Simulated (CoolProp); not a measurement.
Model: reference Helmholtz-energy equation of state, Thol 2019, in CoolProp.

### Question
For dodecamethylpentasiloxane (MD3M), give the phase and the Z, speed of sound (m/s), Joule-Thomson coefficient (K/MPa), expansivity (1/kK) at 371.2 K and 2.01 MPa.

### Answer
- 371.2 K and 2.01 MPa: liquid; Z 0.312, speed of sound 745, Joule-Thomson coefficient -0.370, expansivity 1.20
